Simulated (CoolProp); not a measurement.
Vapour-liquid equilibrium of propylene (1) + R22 (2) at 322.5 K; x and y are mole fractions of (1).

Model: multi-fluid Helmholtz-energy mixture model, Lemmon 2013 and Kamei 1995; pair parameters Bell 2016, in CoolProp.

Question: Give the bubble pressure and the first vapour's composition at x = 0.35, 0.575, 0.8. Is there an azeotrope?

Answer: x = 0.35: 2.079 MPa, y = 0.371; x = 0.575: 2.113 MPa, y = 0.578; x = 0.8: 2.093 MPa, y = 0.789. y crosses x between x = 0.575 and 0.65: the model has an azeotrope there.

The pair parameters rest on a limited set of measurements; away from them the model extrapolates.
